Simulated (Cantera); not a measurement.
Feed: 1 mol Si, 5.9 mol HCl, 4.9 mol N₂, at 1.00 bar.

These are equilibrium values from Cantera (NASA tables, ideal gas, pure condensed phases), not measurements of a reactor. Candidate condensed phases: NH₄Cl, Si, Si₃N₄; 28 gas species. N₂ is the only nitrogen source here; it is nearly inert below about 1500 K, so the nitride shown seldom forms there in practice. Rates play no part.

Question: Which condensed phases are stable at each of these points (T (K)): 623, 673, 723, 773, 823, 873, 923, 973, 1023, 1073, 1123?

Answer: 
| T (K) | condensed phases | Si condensed (%) |
|---|---|---|
| 623 | gas only | 0.0 |
| 673 | gas only | 0.0 |
| 723 | Si₃N₄(s) | 1.9 |
| 773 | Si₃N₄(s) | 5.5 |
| 823 | Si₃N₄(s) | 8.7 |
| 873 | Si₃N₄(s) | 11.5 |
| 923 | Si₃N₄(s) | 14.0 |
| 973 | Si₃N₄(s) | 16.2 |
| 1023 | Si₃N₄(s) | 18.2 |
| 1073 | Si₃N₄(s) | 19.9 |
| 1123 | Si₃N₄(s) | 21.5 |

From 623 K to 673 K nothing is condensed. From 723 K to 1123 K the condensed part is Si₃N₄(s).
